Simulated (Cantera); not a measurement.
A Cantera script and what it prints.

```python
import numpy as np
import cantera as ct

gas_names = """
    CL CLO CL2 Fe FeCL FeCL2 FeCL3 FeO Fe(OH)2 Fe2CL4 Fe2CL6 H HCL HOCL HO2 H2 H2O H2O2 O OH O2 O3
""".split()
cond_names = """
    Fe(a) Fe(c) Fe(d) Fe(L) FeCL2(s) FeCL2(L) FeCL3(s) FeCL3(L) FeO(s) FeO(L) Fe(OH)2(s) Fe(OH)3(s)
    Fe2O3(s) Fe3O4(s) H2O(s) H2O(L)
""".split()


# ... load() reads the species with a 1 bar reference pressure and builds the phases ...
atoms = {
    'Fe2O3': {'Fe': 2, 'O': 3},
    'Cl2': {'CL': 2},
    'H2': {'H': 2},
}
top_T = {'Fe2O3(s)': 1830, 'Fe3O4(s)': 1870}  # K; cautious upper limits of use, not melting points


# ... equilibrate(T, P, feed) seeds the gas with the atoms and calls Mixture.equilibrate('TP', solver="vcs", rtol=1e-11, max_steps=5000) ...
results = []
feed = {'Fe2O3': 1, 'Cl2': 1.5, 'H2': 0.37}  # mol
P = 101325  # Pa
for T in [1225, 1275, 1325, 1375, 1425, 1475, 1525, 1575]:
    mix = equilibrate(T, P, feed)
    results.append((T, P, feed, dict(zip(mix.species_names, mix.species_moles))))

top = {s: max(r[3][s] / sum(r[3][g] for g in gas_names) for r in results) for s in gas_names}
cols = sorted((s for s in top if top[s] > 1e-06), key=lambda s: -top[s])[:5]
seen = [c for c in cond_names if any(r[3].get(c, 0) > 1e-12 for r in results)]
print("log10 of partial pressures in bar; condensed amounts in mol")
print(f"{'T/K':>10s}" + "".join(f"{s[:9]:>10s}" for s in cols + seen))
for T, P, feed, n in results:
    ng = sum(n[g] for g in gas_names)
    print(f"{T:10.4g}" + "".join(f"{np.log10(max(n[s] / ng * P / 1e5, 1e-99)):10.3f}" for s in cols)
          + "".join(f"{n.get(c, 0):10.4g}" for c in seen))
```

It prints:

```
log10 of partial pressures in bar; condensed amounts in mol
       T/K       CL2       HCL        O2     FeCL2     FeCL3  Fe2O3(s)
      1225    -0.396    -0.433    -1.017    -2.100    -0.908    0.8716
      1275    -0.455    -0.439    -0.924    -1.811    -0.832    0.8402
      1325    -0.524    -0.447    -0.846    -1.553    -0.779    0.8068
      1375    -0.603    -0.456    -0.780    -1.325    -0.749    0.7716
      1425    -0.693    -0.469    -0.725    -1.126    -0.742    0.7349
      1475    -0.796    -0.484    -0.679    -0.956    -0.760    0.6966
      1525    -0.911    -0.502    -0.641    -0.814    -0.804    0.6573
      1575    -1.039    -0.522    -0.610    -0.700    -0.873    0.6178
```

These are equilibrium values from Cantera (NASA tables, ideal gas, pure condensed phases), not measurements of a reactor.
